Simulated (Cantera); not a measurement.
Input (Python, Cantera):

```python
import numpy as np
import cantera as ct

gas = ct.Solution("gri30.yaml")
gas.TPX = 1750, 1000000, {'CH4': 1, 'O2': 1.33, 'N2': 5.01}
reactor = ct.IdealGasConstPressureReactor(gas, energy="on", clone=False)
net = ct.ReactorNet([reactor])
net.rtol, net.atol = 1e-08, 1e-16
show = ['CH4', 'O2', 'O', 'C2H', 'CO2']
times = np.geomspace(2e-06, 0.2, 10)

steps = ct.SolutionArray(gas, extra=["t"])
rows = []
print(f"{'t/s':>10s}{'T/K':>9s}{'P/Pa':>11s}" + "".join(f"{s:>11s}" for s in show))
for t in times:
    while net.time < t:
        t_next = net.step()
        steps.append(gas.state, t=t_next)
    rows.append([np.interp(t, steps.t, y) for y in (steps.T, steps.P, *steps(*show).X.T)])
    print(f"{t:10.3e}{rows[-1][0]:9.1f}{rows[-1][1]:11.4g}" + "".join(f"{x:11.3e}" for x in rows[-1][2:]))
rate = np.gradient(steps.T, steps.t)
print("integrator steps:", len(steps.t))
if steps.T.max() > steps.T[0] + 200:
    print(f"time of steepest temperature rise: {steps.t[rate.argmax()]:.4e} s")
gas.TPX = 1750, 1000000, {'CH4': 1, 'O2': 1.33, 'N2': 5.01}
gas.equilibrate("HP")
print(f"equilibrium (HP): T = {gas.T:.1f} K  " + "  ".join(f"{s} {gas[s].X[0]:.3e}" for s in show))
```

It prints:

```
       t/s      T/K       P/Pa        CH4         O2          O        C2H        CO2
 2.000e-06   1749.5      1e+06  1.360e-01  1.811e-01  3.439e-07  3.653e-16  5.738e-08
 7.188e-06   1751.5      1e+06  1.344e-01  1.804e-01  1.361e-06  7.100e-13  3.737e-06
 2.583e-05   2317.9      1e+06  2.682e-02  7.831e-02  3.362e-04  1.301e-05  5.223e-03
 9.283e-05   2975.4      1e+06  1.410e-11  8.531e-04  9.649e-04  1.654e-15  2.867e-02
 3.336e-04   2970.0      1e+06  1.478e-11  8.055e-04  9.212e-04  1.673e-15  2.845e-02
 1.199e-03   2969.8      1e+06  1.481e-11  8.036e-04  9.195e-04  1.674e-15  2.844e-02
 4.309e-03   2969.8      1e+06  1.481e-11  8.036e-04  9.195e-04  1.674e-15  2.844e-02
 1.549e-02   2969.8      1e+06  1.481e-11  8.036e-04  9.195e-04  1.674e-15  2.844e-02
 5.565e-02   2969.8      1e+06  1.481e-11  8.036e-04  9.195e-04  1.674e-15  2.844e-02
 2.000e-01   2969.8      1e+06  1.481e-11  8.036e-04  9.195e-04  1.674e-15  2.844e-02
integrator steps: 1686
time of steepest temperature rise: 2.6251e-05 s
equilibrium (HP): T = 2969.8 K  CH4 1.708e-11  O2 8.036e-04  O 9.195e-04  C2H 1.795e-15  CO2 2.844e-02
```

Model: GRI-Mech 3.0 (53 species, 325 reactions), integrated in Cantera.
